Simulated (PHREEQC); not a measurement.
## Polishing slurry liquid

Consider water at 76 °C with 73 mmol/kgw H2SO4, 29 mmol/kgw Fe(NO3)3 and 0.31 mmol/kgw CO2. Closed to the air; pH follows from the charge balance.

Computed with PHREEQC (ion-association model, wateq4f.dat).

Precipitation was switched off in this run.

Predict the pH.

pH 1.13.

In which forms is S present?

HSO4- 59 %, FeSO4+ 20 %, FeHSO4+2 14 %, SO4-2 5.8 %, Fe(SO4)2- 1.2 % of the S.

Examples of supersaturated solids here: Hematite (slow to form), Goethite (slow to form). Others may be too. Species that the database lacks are ignored. Away from 25 °C the constants follow the database's enthalpies or fits; those with neither stay at their 25 °C values.
